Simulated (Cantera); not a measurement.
Input: 1 mol PbCl2, 0.46 mol H2, 46 mol N2, held at 1330 Pa.

Equilibrium computed with Cantera from the NASA thermochemical tables; the gas is ideal and each condensed phase is pure. Candidate condensed phases: NH4Cl, Pb, PbCl2; 17 gas species. The tables' values for PbCl4 are old estimates; treat these amounts as uncertain. The numbers say what is thermodynamically allowed, not how fast it happens. All values below are at 825 °C.

Base state: N2 0.962, HCl 0.0140, PbCl 0.0105, PbCl2 0.00860, H2 0.00261, Pb 0.00178, PbCl4 2.30e-5 (mole fractions); condensed: gas only.

Task: What changes in the equilibrium state with this change: 1.4 mol HCl added?

Result: 
```json
[
 {"species": "N2", "before": "0.962", "after": "0.937"},
 {"species": "HCl", "before": "0.0140", "after": "0.0373"},
 {"species": "PbCl2", "before": "0.00860", "after": "0.0120"},
 {"species": "PbCl", "before": "0.0105", "after": "0.00763"},
 {"species": "PbCl4", "before": "2.30e-5", "after": "0.000117"},
 {"species": "Pb", "before": "0.00178", "after": "0.000674"},
 {"species": "H2", "before": "0.00261", "after": "0.00500"}
]
```

Task: What changes in the equilibrium state with this change: PbCl2 replaced by FeCl3?

Result: 
```csv
species,before,after
N2,0.962,0.960
FeCl2,0,0.0194
HCl,0.0140,0.0192
PbCl,0.0105,0
PbCl2,0.00860,0
H2,0.00261,1.44e-9
Pb,0.00178,0
```
Further candidate phases: Fe, FeCl2, FeCl3.
